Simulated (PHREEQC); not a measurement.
A solution holds 0.36 mmol/kgw H2S, 0.21 mmol/kgw NaOH and 10 mmol/kgw ZnCl2, at 80 °C. Closed to the air; pH follows from the charge balance.

All values are PHREEQC results (ion-association model, phreeqc.dat), not measurements.

```json
{
 "pH": "3.89",
 "ionic_strength": "0.0265 mol/kgw",
 "total_alkalinity": "0.210 meq/kg"
}
```

```
species  molality  activity   log γ
-------  --------  --------  ------
Cl-        0.0184    0.0154  -0.077
Zn+2      0.00819   0.00419  -0.292
ZnCl+     0.00160   0.00134  -0.076
Na+      0.000210  0.000177  -0.074
Zn(HS)2  0.000178  0.000179   0.003
H+       0.000148  0.000129  -0.062
```

Precipitation was switched off in this run. Saturation is exceeded, for instance for Sphalerite (slow to form); the values hold only as long as no solid forms. At this temperature some constants are extrapolated from 25 °C, and those without enthalpy data are left unchanged.
